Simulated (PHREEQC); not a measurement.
Consider water at 25 °C with 130 mmol/kgw Li2SO4. Closed to the air; pH follows from the charge balance.

Model: ion-association model, phreeqc.dat, run in PHREEQC.

```yaml
ionic_strength: 0.338 mol/kgw
activity_of_water: 0.994
density: 1.010 g/cm³
```

```tsv
species	molality	activity	log γ
Li+	0.234	0.170	-0.138
SO4-2	0.104	0.0249	-0.620
LiSO4-	0.0262	0.0185	-0.152
OH-	2.64e-7	1.75e-7	-0.178
HSO4-	1.90e-7	1.39e-7	-0.136
H+	7.38e-8	5.74e-8	-0.109
```

This is a speciation only: nothing precipitates in the calculation. Complexes and solids missing from the database can't appear.
